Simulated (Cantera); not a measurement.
A closed system holds: 1 mol BN, 4 mol Cl2, 18 mol H2, held at 0.133 bar.

Cantera equilibrium calculation (NASA polynomials, part measured and part estimated; ideal gas, pure solids and liquids). Candidate condensed phases: B, BN, NH4Cl; 21 gas species. Gases not in the tables: BHCl2. Equilibrium is a limit: real reactors are often held back by kinetics, nucleation or transport.

Problem. At 1375 K, list the 4 most abundant gas species with their mole fractions, and the condensed phases.

Solution. H2 0.637, HCl 0.362, BCl3 0.000552, N2 0.000276. Condensed: BN(s).
